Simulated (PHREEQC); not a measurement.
## Copper plating or etch bath with copper plating or etch bath: speciation

Solution A (0.0015 mol Cu(NO3)2, 0.055 mol HCl and 0.00075 mol KCl per kg of water) is mixed with solution B (0.025 mol CuCl2, 0.015 mol HBF4 and 0.026 mol H3BO3 per kg of water) at 20 °C; shares are by mass of water, 1 kg in all. O2 is buffered at 0.21 atm. The system is closed to CO2. Solids allowed: Cu(OH)2, Atacamite, Cu2(OH)3NO3, CuF2:2H2O. Others were left out.

Computed with PHREEQC (ion-association model, wateq4f.dat).

Question: Predict pH, BF4- (mol/kgw) at share of solution B = 0.4, 0.5, 0.7, 1.

Answer: 
| share of solution B | pH | BF4- (mol/kgw) |
|---|---|---|
| 0.4 | 1.49 | 0.00466 |
| 0.5 | 1.54 | 0.00605 |
| 0.7 | 1.65 | 0.00881 |
| 1 | 1.90 | 0.0128 |

Complexes and solids missing from the database can't appear. Real BF4- forms and hydrolyses slowly; the run takes it at equilibrium.
